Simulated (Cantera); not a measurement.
Charge: 1 mol n-butane, 1.2 mol H2O, 0.097 mol CO2, equilibrated at 750 Torr.

Equilibrium computed with Cantera from the NASA thermochemical tables; the gas is ideal and each condensed phase is pure. Candidate condensed phases: C, C6H6, C7H8, C8H18, H2O; 110 gas species. Rates play no part. All values below are at 2923 K.

Base state: H2 0.687, CO 0.174, H 0.103, C2H2 (acetylene) 0.0340, C2H 0.000779, C4H2 0.000701, C3 0.000134, CH3 9.68e-5 (mole fractions); condensed: C(graphite).

**Question.** What changes in the equilibrium state with this change: n-butane replaced by C3H8?

**Answer.** 
| species | before | after |
|---|---|---|
| H2 | 0.687 | 0.664 |
| CO | 0.174 | 0.201 |
| H | 0.103 | 0.101 |
| C2H2 (acetylene) | 0.0340 | 0.0328 |
| CH4 | 4.01e-5 | 3.74e-5 |
| C3H3 (propargyl) | 1.15e-5 | 1.10e-5 |
| C(graphite), mol | 2.12 | 1.21 |
